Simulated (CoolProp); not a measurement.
Values from CoolProp's reference Helmholtz-energy equation of state, Thol 2016.

Give the vapour pressure (MPa), liquid density (kg/m³), enthalpy of vaporisation (kJ/kg) of saturated hexamethyldisiloxane (MM) at 344, 351.9, 399.7 K.


| T (K) | p (MPa) | liquid density (kg/m³) | enthalpy of vaporisation (kJ/kg) |
|---|---|---|---|
| 344 | 0.0391 | 710 | 208 |
| 351.9 | 0.0514 | 701 | 204 |
| 399.7 | 0.204 | 642 | 178 |
